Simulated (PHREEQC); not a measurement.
Solution (25 °C): 0.0094 mol ZnSO4 per kg of water. Closed to the air; pH follows from the charge balance.

The numbers come from PHREEQC with the ion-association model, phreeqc.dat.

**Question.** The ionic strength comes out as 0.0256 mol/kgw. What activity coefficients do Zn(SO4)2-2, ZnOH+, SO4-2, H+, Zn+2 get?

**Answer.** Zn(SO4)2-2 0.54, ZnOH+ 0.86, SO4-2 0.55, H+ 0.88, Zn+2 0.55.

Precipitation was switched off in this run.
